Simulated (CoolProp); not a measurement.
Chlorine at 298.15 K and 0.064 MPa is throttled through a valve to 0.0248 MPa with no heat exchange. Each further row changes one setting.

The numbers come from the reference Helmholtz-energy equation of state, Thol 2021 in CoolProp.

```csv
case,temperature change (K),final density (kg/m³)
as stated,(withheld),0.714
outlet pressure 0.00744 MPa,(withheld),(withheld)
outlet pressure 0.0322 MPa,-0.9,(withheld)
```

Task: Some entries are withheld; supply them.

Result: 
- as stated, temperature change (K): -1.2
- outlet pressure 0.00744 MPa, temperature change (K): -1.7
- outlet pressure 0.00744 MPa, final density (kg/m³): 0.214
- outlet pressure 0.0322 MPa, final density (kg/m³): 0.928
